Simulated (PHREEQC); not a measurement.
Dissolve 2.9 mmol/kgw NaOH and 25 mmol/kgw MnCl2 at 25 °C. Closed to the air; pH follows from the charge balance.

Computed with PHREEQC (ion-association model, wateq4f.dat).

Precipitation was switched off in this run.

Problem. What pH, ionic strength does the model give?

Solution. pH 9.98; ionic strength 0.0688 mol/kgw.

Problem. In which forms is Mn present?

Solution. Mn+2 82 %, MnOH+ 11 %, MnCl+ 7.0 % of the Mn.

The solution is supersaturated, for example in Pyrochroite, so a real one may precipitate; this is no full list.
